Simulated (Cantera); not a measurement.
A diamond (100) surface in a fixed gas of H2 with x(CH4) = 0.0023, x(H) = 0.0023, x(CH3) = 5.2e-05, 7700 Pa; coverages are run to steady state.

Cantera simulation using the Harris–Goodwin 1993 mechanism for the reconstructed diamond (100) surface; the numbers are that mechanism's predictions, not measurements.

One state of this run: growth (µm/h) = 2.05; θ c6HH = 0.512; θ c6H* = 0.0275; θ c6*H = 0.435; θ c6** = 0.0170; θ c6HM = 0.00527. θ: site fractions in the mechanism's names (c6HH fully hydrogenated, c6H* and c6*H radical sites, c6** diradical, c6HM methylated).

Question: Which value of T (K) does it belong to?
A) 1100
B) 1200
C) 1300
D) 1000

Answer: A, 1100
